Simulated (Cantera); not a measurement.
Input (Python, Cantera):

```python
import numpy as np
import cantera as ct

gas = ct.Solution("gri30.yaml")
gas.TPX = 1950, 2666, {'C3H8': 1, 'H2': 8.4}
reactor = ct.IdealGasConstPressureReactor(gas, energy="off", clone=False)
net = ct.ReactorNet([reactor])
net.rtol, net.atol = 1e-08, 1e-18
show = ['C3H8', 'H2', 'CH4', 'C2H4', 'C2H6', 'C2H2', 'C2H']
times = np.geomspace(0.0003, 10, 10)

steps = ct.SolutionArray(gas, extra=["t"])
rows = []
print(f"{'t/s':>10s}{'T/K':>9s}{'P/Pa':>11s}" + "".join(f"{s:>11s}" for s in show))
for t in times:
    while net.time < t:
        t_next = net.step()
        steps.append(gas.state, t=t_next)
    rows.append([np.interp(t, steps.t, y) for y in (steps.T, steps.P, *steps(*show).X.T)])
    print(f"{t:10.3e}{rows[-1][0]:9.1f}{rows[-1][1]:11.4g}" + "".join(f"{x:11.3e}" for x in rows[-1][2:]))
rate = np.gradient(steps.T, steps.t)
print("integrator steps:", len(steps.t))
if steps.T.max() > steps.T[0] + 200:
    print(f"time of steepest temperature rise: {steps.t[rate.argmax()]:.4e} s")
gas.TPX = 1950, 2666, {'C3H8': 1, 'H2': 8.4}
gas.equilibrate("TP")
print(f"equilibrium (TP): T = {gas.T:.1f} K  " + "  ".join(f"{s} {gas[s].X[0]:.3e}" for s in show))
```

Output:

```
       t/s      T/K       P/Pa       C3H8         H2        CH4       C2H4       C2H6       C2H2        C2H
 3.000e-04   1950.0       2666  1.804e-07  8.028e-01  9.627e-02  8.922e-03  1.247e-04  6.875e-02  9.123e-06
 9.543e-04   1950.0       2666  5.565e-08  8.166e-01  8.481e-02  2.386e-03  5.838e-05  8.227e-02  7.174e-06
 3.035e-03   1950.0       2666  1.637e-08  8.311e-01  6.646e-02  1.035e-03  2.636e-05  9.211e-02  6.260e-06
 9.655e-03   1950.0       2666  3.747e-09  8.484e-01  4.055e-02  4.060e-04  9.920e-06  1.035e-01  7.059e-06
 3.071e-02   1950.0       2666  2.917e-10  8.643e-01  1.559e-02  9.702e-05  1.797e-06  1.140e-01  9.145e-06
 9.769e-02   1950.0       2666  5.788e-12  8.712e-01  3.638e-03  3.135e-05  1.296e-07  1.190e-01  1.219e-05
 3.107e-01   1950.0       2666  7.379e-14  8.724e-01  7.644e-04  2.535e-05  6.682e-09  1.202e-01  1.406e-05
 9.884e-01   1950.0       2666  4.165e-15  8.727e-01  2.362e-04  2.502e-05  7.251e-10  1.204e-01  1.429e-05
 3.144e+00   1950.0       2666  2.030e-15  8.727e-01  1.575e-04  2.500e-05  3.699e-10  1.205e-01  1.431e-05
 1.000e+01   1950.0       2666  2.000e-15  8.727e-01  1.560e-04  2.500e-05  3.646e-10  1.205e-01  1.431e-05
integrator steps: 1499
equilibrium (TP): T = 1950.0 K  C3H8 2.002e-15  H2 8.727e-01  CH4 1.561e-04  C2H4 2.500e-05  C2H6 3.649e-10  C2H2 1.205e-01  C2H 1.431e-05
```

Model: GRI-Mech 3.0 (53 species, 325 reactions), integrated in Cantera. GRI-Mech 3.0 was tuned for natural gas; its chemistry of propane as a main component is partial and can be far from experiment. GRI-Mech 3.0 stops at C3 and has no aromatics, soot or wall deposition, so with more carbon than oxygen in the feed, carbon stays in small species such as C2H2 where larger ones or solid carbon would form. Radical loss at walls, strong at low pressure, is not modelled.
